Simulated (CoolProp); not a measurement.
Model: reference Helmholtz-energy equation of state, Gao 2020, in CoolProp.

Problem. Give the vapour pressure (kPa), liquid density (kg/m³), vapour density (kg/m³), vapour viscosity (µPa s) of saturated ammonia at 34.45 °C.

Solution. 
```csv
T (°C),p (kPa),liquid density (kg/m³),vapour density (kg/m³),vapour viscosity (µPa s)
34.45,1330,588,10.3,10.1
```

Viscosity comes from a separate model (Fenghour 1995).
